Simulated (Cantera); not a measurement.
**Transport properties of process gases**

Gas mixture: 100 % N2, at 1800 Torr, frozen composition.

Cantera's kinetic-theory transport with the Lennard-Jones parameters of GRI-Mech 3.0, ideal gas; thermal conductivity in the multicomponent form.

| T (K) | ρ (kg/m³) | cp (J/kg/K) | μ (µPa s) | λ (mW/m/K) | Pr | D (cm²/s) OH | D (cm²/s) NO | D (cm²/s) NH3 |
|---|---|---|---|---|---|---|---|---|
| 400 | 2.02 | 1047 | 22.3 | 32.9 | 0.710 | 0.221 | 0.143 | 0.161 |
| 650 | 1.24 | 1084 | 31.2 | 47.9 | 0.706 | 0.503 | 0.327 | 0.391 |
| 900 | 0.898 | 1147 | 38.7 | 62.9 | 0.706 | 0.868 | 0.564 | 0.692 |
| 1150 | 0.703 | 1195 | 45.5 | 77.0 | 0.706 | 1.30 | 0.849 | 1.05 |
| 1400 | 0.578 | 1231 | 51.6 | 90.1 | 0.706 | 1.81 | 1.18 | 1.47 |
| 1650 | 0.490 | 1258 | 57.4 | 102 | 0.705 | 2.37 | 1.55 | 1.94 |
| 1900 | 0.426 | 1278 | 62.9 | 114 | 0.705 | 3.00 | 1.95 | 2.46 |
D: mixture-averaged diffusion coefficient of that species in the mixture.
